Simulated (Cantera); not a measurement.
A perfectly stirred reactor is fed with H2 : O2 = 0.039 : 1 (molar parts), equivalence ratio 0.019, at 1.05 Torr; it is held at 1150 K, and followed from long to short residence time.

Model: GRI-Mech 3.0 (53 species, 325 reactions), integrated in Cantera. Radical loss at walls, strong at low pressure, is not modelled. The temperature is held fixed by assumption; the heat of reaction is taken as removed at once.

What does this change do: O2 1 to 0.18 parts?


```json
[
 {"quantity": "x(H2) at τ = 1.00 s", "before": "0.000621", "after": "0.00484"},
 {"quantity": "x(O2) at τ = 1.00 s", "before": "0.938", "after": "0.759"},
 {"quantity": "x(H2O2) at τ = 1.00 s", "before": "7.98e-9", "after": "3.45e-8"},
 {"quantity": "x(HO2) at τ = 1.00 s", "before": "3.41e-7", "after": "1.03e-6"},
 {"quantity": "x(OH) at τ = 1.00 s", "before": "0.00217", "after": "0.00612"},
 {"quantity": "x(H2) at τ = 55.0 ms", "before": "0.00338", "after": "0.0125"},
 {"quantity": "x(O2) at τ = 55.0 ms", "before": "0.936", "after": "0.726"},
 {"quantity": "x(H2O2) at τ = 55.0 ms", "before": "1.50e-8", "after": "3.12e-8"},
 {"quantity": "x(HO2) at τ = 55.0 ms", "before": "4.01e-7", "after": "9.41e-7"},
 {"quantity": "x(OH) at τ = 55.0 ms", "before": "0.00337", "after": "0.00840"}
]
```

What does this change do: H2 0.039 to 0.055 parts?


```tsv
quantity	before	after
x(H2) at τ = 1.00 s	0.000621	0.000938
x(O2) at τ = 1.00 s	0.938	0.918
x(H2O2) at τ = 1.00 s	7.98e-9	1.06e-8
x(HO2) at τ = 1.00 s	3.41e-7	4.30e-7
x(OH) at τ = 1.00 s	0.00217	0.00276
x(H2) at τ = 55.0 ms	0.00338	0.00415
x(O2) at τ = 55.0 ms	0.936	0.912
x(H2O2) at τ = 55.0 ms	1.50e-8	1.73e-8
x(HO2) at τ = 55.0 ms	4.01e-7	4.83e-7
x(OH) at τ = 55.0 ms	0.00337	0.00412
```
